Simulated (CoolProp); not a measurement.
The numbers come from the reference Helmholtz-energy equation of state, Penoncello 2003 in CoolProp.

### Question
Give the vapour pressure (kPa), liquid density (kg/m³), vapour density (kg/m³), liquid cp (kJ/(kg K)) of saturated CHF3 (R23) at 194.8 K.

### Answer
| T (K) | p (kPa) | liquid density (kg/m³) | vapour density (kg/m³) | liquid cp (kJ/(kg K)) |
|---|---|---|---|---|
| 194.8 | 125 | 1430 | 5.67 | 1.24 |
